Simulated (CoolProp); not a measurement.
Saturation properties of benzene.

The numbers come from the reference Helmholtz-energy equation of state, Thol 2012 in CoolProp.

```tsv
T (K)	p (kPa)	vapour density (kg/m³)	liquid viscosity (µPa s)
436.1	751.7	18.79	157
438.5	786.7	19.66	154
440.9	822.9	20.56	151
443.4	861.9	21.54	148
445.8	900.6	22.51	145
448.2	940.6	23.52	142
450.7	983.6	24.61	140
453.1	1026	25.69	137
455.5	1070	26.82	134
458	1118	28.03	132
460.4	1164	29.25	129
462.8	1213	30.51	127
465.3	1264	31.87	124
```

It boils at 353.2 K under 1 atm.

Viscosity comes from a separate model (Avgeri 2014).
